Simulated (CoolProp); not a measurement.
Properties of R143a along the isotherm 168.15 °C (Tc = 72.7 °C, pc = 3.762 MPa, ω = 0.261).

Values from CoolProp's reference Helmholtz-energy equation of state, Lemmon and Jacobsen 2000.

| p (MPa) | phase | viscosity (µPa s) | conductivity (mW/(m K)) | fugacity coefficient |
|---|---|---|---|---|
| 0.0178 | gas | 16.1 | 30.5 | 0.9993 |
| 0.0317 | gas | 16.1 | 30.5 | 0.9987 |
| 0.0564 | gas | 16.1 | 30.5 | 0.9977 |
| 0.1 | gas | 16.2 | 30.5 | 0.9959 |
| 0.178 | gas | 16.2 | 30.5 | 0.9927 |
| 0.317 | gas | 16.2 | 30.6 | 0.9871 |
| 0.564 | gas | 16.3 | … | 0.9771 |
| 1 | gas | 16.5 | 30.8 | … |
| 1.78 | gas | 16.9 | 31.2 | 0.9291 |
| 3.17 | gas | 18.0 | 32.2 | 0.8767 |
| 5.64 | supercritical | … | 35.2 | 0.7906 |

**Question.** Some entries are withheld; supply them.

**Answer.** 
- 0.564, conductivity (mW/(m K)): 30.7
- 1, fugacity coefficient: 0.9597
- 5.64, viscosity (µPa s): 21.1

Viscosity comes from a separate model (Klein 1997), an estimate that may be off by 10 % or more. Thermal conductivity comes from a separate model (McLinden 2000), an estimate that may be off by 10 % or more.
